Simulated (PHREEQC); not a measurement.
Model water analysis in mmol/kgw, 25 °C, pH 6.87:

| constituent | mmol/kgw |
|---|---|
| Na | 75.7 |
| K | 2.56 |
| Ca | 0.655 |
| Mg | 10.6 |
| Cl | 103 |
| S(6) | 1.35 |
| Alkalinity (meq/kgw) | 0.523 |
| Si | 0.0431 |
| Br | 0.106 |
| Li | 0.0289 |

Valence states are taken as typed.

Equilibrium calculation in PHREEQC: Pitzer model, pitzer.dat.

```
Quantity                     Result
--------------------  -------------
ionic strength        0.116 mol/kgw
specific conductance    10700 µS/cm
density                 1.001 g/cm³
osmotic coefficient           0.918
charge-balance error         -2.7 %
```

```csv
species,molality,activity,log γ
Cl-,0.103,0.0780,-0.121
Na+,0.0757,0.0591,-0.107
Mg+2,0.0106,0.00392,-0.432
K+,0.00256,0.00196,-0.115
SO4-2,0.00135,0.000354,-0.581
Ca+2,0.000655,0.000233,-0.449
HCO3-,0.000521,0.000431,-0.083
CO2,0.000126,0.000128,0.007
Br-,0.000106,8.08e-5,-0.118
H4SiO4,4.30e-5,4.36e-5,0.006
Li+,2.89e-5,2.30e-5,-0.100
CO3-2,5.24e-7,1.46e-7,-0.555
MgCO3,4.86e-7,4.86e-7,0.000
H+,1.68e-7,1.35e-7,-0.096
OH-,1.03e-7,7.48e-8,-0.140
H3SiO4-,6.76e-8,4.77e-8,-0.152
```

No solid was allowed to form.
